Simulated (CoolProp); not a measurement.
Vapour-liquid equilibrium of R1234yf (1) + R152A (2) at -61.45 °C; x and y are mole fractions of (1).

The numbers come from the multi-fluid Helmholtz-energy mixture model, Lemmon 2022 and Outcalt 1996; pair parameters Bell 2023 in CoolProp.

```json
[
 {"x": "0.05", "bubble pressure, mixture model (MPa)": "0.01442", "bubble pressure, Raoult's law (MPa)": "0.01395", "y, mixture model": "___", "y, Raoult's law": "0.069"},
 {"x": "0.125", "bubble pressure, mixture model (MPa)": "___", "bubble pressure, Raoult's law (MPa)": "0.01437", "y, mixture model": "0.213", "y, Raoult's law": "0.168"},
 {"x": "0.2", "bubble pressure, mixture model (MPa)": "0.01609", "bubble pressure, Raoult's law (MPa)": "0.01479", "y, mixture model": "___", "y, Raoult's law": "0.261"},
 {"x": "0.275", "bubble pressure, mixture model (MPa)": "0.01670", "bubble pressure, Raoult's law (MPa)": "0.01521", "y, mixture model": "___", "y, Raoult's law": "0.348"},
 {"x": "0.35", "bubble pressure, mixture model (MPa)": "0.01720", "bubble pressure, Raoult's law (MPa)": "0.01563", "y, mixture model": "0.450", "y, Raoult's law": "0.432"},
 {"x": "0.425", "bubble pressure, mixture model (MPa)": "___", "bubble pressure, Raoult's law (MPa)": "0.01605", "y, mixture model": "0.513", "y, Raoult's law": "0.510"},
 {"x": "0.5", "bubble pressure, mixture model (MPa)": "0.01798", "bubble pressure, Raoult's law (MPa)": "0.01647", "y, mixture model": "0.574", "y, Raoult's law": "0.585"},
 {"x": "0.575", "bubble pressure, mixture model (MPa)": "0.01829", "bubble pressure, Raoult's law (MPa)": "0.01689", "y, mixture model": "0.634", "y, Raoult's law": "0.656"},
 {"x": "0.65", "bubble pressure, mixture model (MPa)": "___", "bubble pressure, Raoult's law (MPa)": "0.01731", "y, mixture model": "0.694", "y, Raoult's law": "0.724"},
 {"x": "0.725", "bubble pressure, mixture model (MPa)": "___", "bubble pressure, Raoult's law (MPa)": "0.01773", "y, mixture model": "0.756", "y, Raoult's law": "0.788"},
 {"x": "0.8", "bubble pressure, mixture model (MPa)": "0.01894", "bubble pressure, Raoult's law (MPa)": "0.01815", "y, mixture model": "0.819", "y, Raoult's law": "0.849"},
 {"x": "0.875", "bubble pressure, mixture model (MPa)": "0.01909", "bubble pressure, Raoult's law (MPa)": "0.01857", "y, mixture model": "___", "y, Raoult's law": "0.908"},
 {"x": "0.95", "bubble pressure, mixture model (MPa)": "0.01921", "bubble pressure, Raoult's law (MPa)": "0.01899", "y, mixture model": "0.953", "y, Raoult's law": "0.964"}
]
```

Question: What belongs in the gaps?

Answer: 
- 0.05, y, mixture model: 0.098
- 0.125, bubble pressure, mixture model (MPa): 0.01534
- 0.2, y, mixture model: 0.305
- 0.275, y, mixture model: 0.382
- 0.425, bubble pressure, mixture model (MPa): 0.01762
- 0.65, bubble pressure, mixture model (MPa): 0.01855
- 0.725, bubble pressure, mixture model (MPa): 0.01876
- 0.875, y, mixture model: 0.885

The largest gap from Raoult's law is +10.0 % in bubble pressure, at x = 0.35. No azeotrope shows between x = 0.05 and 0.95.

Pair parameters are fitted to limited data, so mixtures are less certain than the pure fluids.
